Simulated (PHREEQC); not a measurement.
## Copper plating or etch bath: speciation

Make-up at 20 °C: 100 mmol/kgw CuSO4, 23 mmol/kgw H2SO4 and 7.2 mmol/kgw Na2SO4. Closed to the air; pH follows from the charge balance.

All values are PHREEQC results (ion-association model, phreeqc.dat), not measurements.

This is a speciation only: nothing precipitates in the calculation.

### Question
What pH, ionic strength does the model give?

### Answer
pH 1.82; ionic strength 0.248 mol/kgw.

### Question
In which forms is S present?

### Answer
SO4-2 43 %, CuSO4 36 %, HSO4- 21 %, NaSO4- 0.8 % of the S.
